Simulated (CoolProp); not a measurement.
Computed with CoolProp (reference Helmholtz-energy equation of state, Lemmon 2013).

For propylene, give the phase and the cp (kJ/(kg K)), cv (kJ/(kg K)), isothermal compressibility (1/MPa), expansivity (1/kK) at 68.15 °C and 135 bar; 184.95 °C and 135 bar; 243.45 °C and 135 bar.


- 68.15 °C and 135 bar: liquid; cp 2.69, cv 1.68, isothermal compressibility 0.00747, expansivity 3.25
- 184.95 °C and 135 bar: supercritical; cp 3.36, cv 2.05, isothermal compressibility 0.0736, expansivity 7.14
- 243.45 °C and 135 bar: supercritical; cp 2.98, cv 2.20, isothermal compressibility 0.0810, expansivity 4.62
